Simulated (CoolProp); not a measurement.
Dimethyl ether at several states: fugacity coefficient from the reference equation and from simpler models built on Tc = 400.4 K, pc = 5337 kPa, ω = 0.196; each cubic takes its own stable root.

Computed with CoolProp (reference Helmholtz-energy equation of state, Wu 2011).

| T (K) | p (kPa) | phase | reference | Redlich-Kwong | Peng-Robinson |
|---|---|---|---|---|---|
| 293.9 | 12 | gas | 0.9978 | 0.9982 | 0.9979 |
| 199.5 | 3990 | liquid | 0.001859 | ? | ? |
| 246.6 | 479 | liquid | ? | 0.2917 | 0.1941 |
| 304.3 | 113 | gas | 0.9813 | 0.9845 | 0.9825 |
| 327.3 | 63.4 | gas | 0.9918 | 0.9929 | 0.9919 |

What belongs in the gaps?


- 199.5, Redlich-Kwong: 0.003339
- 199.5, Peng-Robinson: 0.001964
- 246.6, reference: 0.1913
